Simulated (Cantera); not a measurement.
Cantera with NASA thermochemical tables; ideal gases at 1 bar, condensed phases pure. Values are per mole of reaction as written; species without (g) are pure solids or liquids, kept so even where they would boil at 1 bar.

2 Ca(OH)2 ⇌ H2(g) + H2O2(g) + 2 CaO

```json
[
 {"T (K)": "525", "ΔH° (kJ)": "559.5", "ΔS° (J/K)": "259.7", "ΔG° (kJ)": "423.2", "log10 K": "-42.10"},
 {"T (K)": "550", "ΔH° (kJ)": "558.7", "ΔS° (J/K)": "258.2", "ΔG° (kJ)": "416.7", "log10 K": "-39.57"},
 {"T (K)": "575", "ΔH° (kJ)": "558.0", "ΔS° (J/K)": "256.8", "ΔG° (kJ)": "410.3", "log10 K": "-37.27"},
 {"T (K)": "600", "ΔH° (kJ)": "557.2", "ΔS° (J/K)": "255.5", "ΔG° (kJ)": "403.9", "log10 K": "-35.16"},
 {"T (K)": "625", "ΔH° (kJ)": "556.4", "ΔS° (J/K)": "254.2", "ΔG° (kJ)": "397.5", "log10 K": "-33.22"},
 {"T (K)": "650", "ΔH° (kJ)": "…", "ΔS° (J/K)": "…", "ΔG° (kJ)": "…", "log10 K": "…"},
 {"T (K)": "675", "ΔH° (kJ)": "554.8", "ΔS° (J/K)": "251.8", "ΔG° (kJ)": "384.8", "log10 K": "-29.78"},
 {"T (K)": "700", "ΔH° (kJ)": "554.0", "ΔS° (J/K)": "250.6", "ΔG° (kJ)": "378.6", "log10 K": "-28.25"},
 {"T (K)": "725", "ΔH° (kJ)": "…", "ΔS° (J/K)": "…", "ΔG° (kJ)": "…", "log10 K": "…"},
 {"T (K)": "750", "ΔH° (kJ)": "552.4", "ΔS° (J/K)": "248.4", "ΔG° (kJ)": "366.1", "log10 K": "-25.50"},
 {"T (K)": "775", "ΔH° (kJ)": "551.5", "ΔS° (J/K)": "247.3", "ΔG° (kJ)": "359.9", "log10 K": "-24.26"}
]
```

### Question
Fill in the missing entries.

### Answer

- 650, ΔH° (kJ): 555.6
- 650, ΔS° (J/K): 253.0
- 650, ΔG° (kJ): 391.2
- 650, log10 K: -31.43
- 725, ΔH° (kJ): 553.2
- 725, ΔS° (J/K): 249.5
- 725, ΔG° (kJ): 372.3
- 725, log10 K: -26.82
